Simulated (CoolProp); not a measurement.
Vapour pressure (MPa) of normal hydrogen: the reference equation beside estimates from Tc = 33.1 K, pc = 1.296 MPa, ω = -0.219. Clausius-Clapeyron is anchored at 22.5 K with a constant enthalpy of vaporisation of 0.8777 kJ/mol.

Model: reference Helmholtz-energy equation of state, Leachman 2009, in CoolProp.

```json
[
 {"T (K)": "20", "reference": "0.09072", "Lee-Kesler": "0.09081", "Clausius-Clapeyron": "0.1006", "van der Waals": "0.1164", "Soave-Redlich-Kwong": "0.08576", "Peng-Robinson": "0.09150"},
 {"T (K)": "21.3", "reference": "0.1320", "Lee-Kesler": "0.1322", "Clausius-Clapeyron": "0.1388", "van der Waals": "0.1655", "Soave-Redlich-Kwong": "0.1283", "Peng-Robinson": "0.1348"},
 {"T (K)": "22.5", "reference": "0.1808", "Lee-Kesler": "0.1809", "Clausius-Clapeyron": "0.1808", "van der Waals": "0.2218", "Soave-Redlich-Kwong": "0.1790", "Peng-Robinson": "0.1859"},
 {"T (K)": "23.7", "reference": "0.2410", "Lee-Kesler": "0.2412", "Clausius-Clapeyron": "0.2292", "van der Waals": "0.2894", "Soave-Redlich-Kwong": "0.2419", "Peng-Robinson": "0.2490"},
 {"T (K)": "24.9", "reference": "0.3143", "Lee-Kesler": "0.3143", "Clausius-Clapeyron": "0.2841", "van der Waals": "0.3692", "Soave-Redlich-Kwong": "0.3184", "Peng-Robinson": "0.3253"},
 {"T (K)": "26.1", "reference": "0.4019", "Lee-Kesler": "0.4017", "Clausius-Clapeyron": "0.3452", "van der Waals": "0.4618", "Soave-Redlich-Kwong": "0.4096", "Peng-Robinson": "0.4158"},
 {"T (K)": "27.3", "reference": "0.5053", "Lee-Kesler": "0.5050", "Clausius-Clapeyron": "0.4124", "van der Waals": "0.5679", "Soave-Redlich-Kwong": "0.5166", "Peng-Robinson": "0.5219"},
 {"T (K)": "28.6", "reference": "0.6371", "Lee-Kesler": "0.6365", "Clausius-Clapeyron": "0.4917", "van der Waals": "0.6989", "Soave-Redlich-Kwong": "0.6516", "Peng-Robinson": "0.6556"},
 {"T (K)": "29.8", "reference": "0.7787", "Lee-Kesler": "0.7783", "Clausius-Clapeyron": "0.5705", "van der Waals": "0.8352", "Soave-Redlich-Kwong": "0.7948", "Peng-Robinson": "0.7976"},
 {"T (K)": "31", "reference": "0.9416", "Lee-Kesler": "0.9417", "Clausius-Clapeyron": "0.6543", "van der Waals": "0.9866", "Soave-Redlich-Kwong": "0.9570", "Peng-Robinson": "0.9585"},
 {"T (K)": "32.2", "reference": "1.129", "Lee-Kesler": "1.129", "Clausius-Clapeyron": "0.7428", "van der Waals": "1.154", "Soave-Redlich-Kwong": "1.139", "Peng-Robinson": "1.139"}
]
```

Absolute difference from the reference over all 11 rows, mean and median: Lee-Kesler 0.1 and 0.1 %, Clausius-Clapeyron 16.1 and 14.1 %, van der Waals 15.0 and 14.9 %, Soave-Redlich-Kwong 2.0 and 1.9 %, Peng-Robinson 2.5 and 2.8 %.
